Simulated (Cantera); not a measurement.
A freely propagating, adiabatic, planar premixed flame of CH₄ : O₂ : N₂ = 1 : 2 : 7.52 (molar parts), equivalence ratio 1.0, unburnt at 448 K and 3980 Torr; mixture-averaged transport, grid criteria slope 0.08 and curve 0.16, no radiation.

Model: GRI-Mech 3.0 (53 species, 325 reactions), integrated in Cantera. Burning velocities carry a grid error of a few per cent, more on coarse grids.

**Question.** What does this change do: 0.11 parts H2 added?

**Answer.** 
```tsv
quantity	before	after
laminar burning velocity	39.2 cm/s	42.4 cm/s
thermal thickness	0.119 mm	0.113 mm
peak x(C₂H)	3.40e-7	3.86e-7
peak x(C₂H₄)	0.000714	0.000700
peak x(OH)	0.00648	0.00661
```

**Question.** What does this change do: CH4 1 to 1.3 parts?

**Answer.** 
```tsv
quantity	before	after
laminar burning velocity	39.2 cm/s	21.9 cm/s
thermal thickness	0.119 mm	0.196 mm
peak x(C₂H)	3.40e-7	9.69e-7
peak x(C₂H₄)	0.000714	0.00166
peak x(OH)	0.00648	0.000903
```

**Question.** What does this change do: inlet temperature 448 to 348 K?

**Answer.** 
```json
[
 {"quantity": "laminar burning velocity", "before": "39.2 cm/s", "after": "24.4 cm/s"},
 {"quantity": "thermal thickness", "before": "0.119 mm", "after": "0.139 mm"},
 {"quantity": "peak x(C₂H)", "before": "3.40e-7", "after": "2.55e-7"},
 {"quantity": "peak x(C₂H₄)", "before": "0.000714", "after": "0.000685"},
 {"quantity": "peak x(OH)", "before": "0.00648", "after": "0.00556"}
]
```
